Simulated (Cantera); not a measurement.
Input (Python, Cantera) and output of one run.

```python
import numpy as np
import cantera as ct

gas_names = """
    AL ALCL ALCL2 ALCL3 ALN AL2 AL2CL6 CL CL2 N N2
""".split()
cond_names = """
    AL(cr) AL(L) ALCL3(s) ALCL3(L) ALN(s)
""".split()


# ... load() reads the species with a 1 bar reference pressure and builds the phases ...
atoms = {
    'AlCl3': {'AL': 1, 'CL': 3},
    'N2': {'N': 2},
}
top_T = {'ALN(s)': 2750}  # K; cautious upper limits of use, not melting points


# ... equilibrate(T, P, feed) seeds the gas with the atoms and calls Mixture.equilibrate('TP', solver="vcs", rtol=1e-11, max_steps=5000) ...
results = []
T = 923.15  # K
P = 13332.2  # Pa
for m in [1.3, 3.1, 4.9, 6.7, 8.5, 10, 12]:
    feed = {'AlCl3': 1, 'N2': m}  # mol
    mix = equilibrate(T, P, feed)
    results.append((T, P, feed, dict(zip(mix.species_names, mix.species_moles))))

top = {s: max(r[3][s] / sum(r[3][g] for g in gas_names) for r in results) for s in gas_names}
cols = sorted((s for s in top if top[s] > 0.0001), key=lambda s: -top[s])[:9]
seen = [c for c in cond_names if any(r[3].get(c, 0) > 1e-12 for r in results)]
print("log10 of partial pressures in bar; condensed amounts in mol")
print(f"{'n(N2)':>10s}" + "".join(f"{s[:9]:>10s}" for s in cols + seen))
for T, P, feed, n in results:
    ng = sum(n[g] for g in gas_names)
    print(f"{feed['N2']:10.4g}" + "".join(f"{np.log10(max(n[s] / ng * P / 1e5, 1e-99)):10.3f}" for s in cols)
          + "".join(f"{n.get(c, 0):10.4g}" for c in seen))
```

Output:

```
log10 of partial pressures in bar; condensed amounts in mol
     n(N2)        N2     ALCL3    AL2CL6
       1.3    -1.120    -1.249    -2.997
       3.1    -0.995    -1.496    -3.490
       4.9    -0.955    -1.652    -3.802
       6.7    -0.935    -1.766    -4.031
       8.5    -0.923    -1.856    -4.212
        10    -0.916    -1.920    -4.338
        12    -0.910    -1.992    -4.482
```

These are equilibrium values from Cantera (NASA tables, ideal gas, pure condensed phases), not measurements of a reactor.
